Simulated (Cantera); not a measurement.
A Cantera script and what it prints.

```python
import numpy as np
import cantera as ct

gas_names = """
    H H2 N NH NH2 NH3 N2 N2H2 N2H4 Si SiH SiH2 SiH3 SiH4 SiN Si2 Si2N Si3
""".split()
cond_names = """
    Si(cr) Si(L) Si3N4(a)
""".split()


# ... load() reads the species with a 1 bar reference pressure and builds the phases ...
atoms = {
    'SiH4': {'Si': 1, 'H': 4},
    'N2': {'N': 2},
    'H2': {'H': 2},
}
top_T = {'Si3N4(a)': 2400}  # K; cautious upper limits of use, not melting points


# ... equilibrate(T, P, feed) seeds the gas with the atoms and calls Mixture.equilibrate('TP', solver="vcs", rtol=1e-11, max_steps=5000) ...
results = []
feed = {'SiH4': 1, 'N2': 3.6, 'H2': 0.68}  # mol
T = 1175  # K
P = 1000  # Pa
mix = equilibrate(T, P, feed)
results.append((T, P, feed, dict(zip(mix.species_names, mix.species_moles))))
x = sorted(zip(gas.X, gas.species_names), reverse=True)
print(f"T = {T:g} K  P = {P:g} Pa  gas = {mix.phase_moles(0):.4g} mol")
print("   x: " + "  ".join(f"{s} {v:.3e}" for v, s in x if v > 0.001))
print("   condensed (mol): " + ("  ".join(f"{mix.phase(i).name} {mix.phase_moles(i):.4g}"
      for i in range(1, mix.n_phases) if mix.phase_moles(i) > 1e-12) or "none"))
```

Output:

```
T = 1175 K  P = 1000 Pa  gas = 5.613 mol
   x: N2 5.226e-01  H2 4.774e-01
   condensed (mol): Si3N4(a) 0.3333
```

These are equilibrium values from Cantera (NASA tables, ideal gas, pure condensed phases), not measurements of a reactor. N2 is the only nitrogen source here; it is nearly inert below about 1500 K, so the nitride shown seldom forms there in practice.
